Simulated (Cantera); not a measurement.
A Cantera script and its output.

```python
import numpy as np
import cantera as ct

gas = ct.Solution("gri30.yaml")
gas.TPX = 2225, 2200, {'CH4': 0.014, 'H2': 1}
reactor = ct.IdealGasConstPressureReactor(gas, energy="off", clone=False)
net = ct.ReactorNet([reactor])
net.rtol, net.atol = 1e-08, 1e-18
show = ['CH4', 'H2', 'C2H6', 'H', 'C2H', 'C2H2', 'C2H4']
times = np.geomspace(3e-05, 30, 10)

steps = ct.SolutionArray(gas, extra=["t"])
rows = []
print(f"{'t/s':>10s}{'T/K':>9s}{'P/Pa':>11s}" + "".join(f"{s:>11s}" for s in show))
for t in times:
    while net.time < t:
        t_next = net.step()
        steps.append(gas.state, t=t_next)
    rows.append([np.interp(t, steps.t, y) for y in (steps.T, steps.P, *steps(*show).X.T)])
    print(f"{t:10.3e}{rows[-1][0]:9.1f}{rows[-1][1]:11.4g}" + "".join(f"{x:11.3e}" for x in rows[-1][2:]))
rate = np.gradient(steps.T, steps.t)
print("integrator steps:", len(steps.t))
if steps.T.max() > steps.T[0] + 200:
    print(f"time of steepest temperature rise: {steps.t[rate.argmax()]:.4e} s")
gas.TPX = 2225, 2200, {'CH4': 0.014, 'H2': 1}
gas.equilibrate("TP")
print(f"equilibrium (TP): T = {gas.T:.1f} K  " + "  ".join(f"{s} {gas[s].X[0]:.3e}" for s in show))
```

It prints:

```
       t/s      T/K       P/Pa        CH4         H2       C2H6          H        C2H       C2H2       C2H4
 3.000e-05   2225.0       2200  1.377e-02  9.861e-01  2.670e-10  9.347e-05  9.851e-17  2.869e-11  1.339e-09
 1.392e-04   2225.0       2200  1.367e-02  9.857e-01  6.324e-09  4.697e-04  1.854e-13  1.056e-08  9.114e-08
 6.463e-04   2225.0       2200  1.320e-02  9.840e-01  1.020e-07  2.193e-03  3.242e-10  3.933e-06  4.490e-06
 3.000e-03   2225.0       2200  1.063e-02  9.778e-01  5.558e-07  9.111e-03  1.891e-07  5.485e-04  3.529e-05
 1.392e-02   2225.0       2200  2.422e-03  9.729e-01  6.231e-08  1.866e-02  3.613e-06  5.089e-03  6.455e-06
 6.463e-02   2225.0       2200  2.037e-04  9.669e-01  5.960e-10  2.623e-02  6.584e-06  6.558e-03  5.531e-07
 3.000e-01   2225.0       2200  1.962e-05  9.577e-01  7.250e-12  3.562e-02  9.170e-06  6.661e-03  3.621e-07
 1.392e+00   2225.0       2200  7.667e-06  9.506e-01  1.374e-12  4.268e-02  1.104e-05  6.645e-03  3.029e-07
 6.463e+00   2225.0       2200  7.571e-06  9.504e-01  1.347e-12  4.289e-02  1.110e-05  6.644e-03  3.014e-07
 3.000e+01   2225.0       2200  7.571e-06  9.504e-01  1.347e-12  4.289e-02  1.110e-05  6.644e-03  3.014e-07
integrator steps: 1365
equilibrium (TP): T = 2225.0 K  CH4 7.618e-06  H2 9.504e-01  C2H6 1.362e-12  H 4.289e-02  C2H 1.110e-05  C2H2 6.644e-03  C2H4 3.014e-07
```

Cantera simulation using GRI-Mech 3.0 (53 species, 325 reactions); the numbers are that mechanism's predictions, not measurements. GRI-Mech 3.0 stops at C3 and has no aromatics, soot or wall deposition, so with more carbon than oxygen in the feed, carbon stays in small species such as C2H2 where larger ones or solid carbon would form. Radical loss at walls, strong at low pressure, is not modelled.
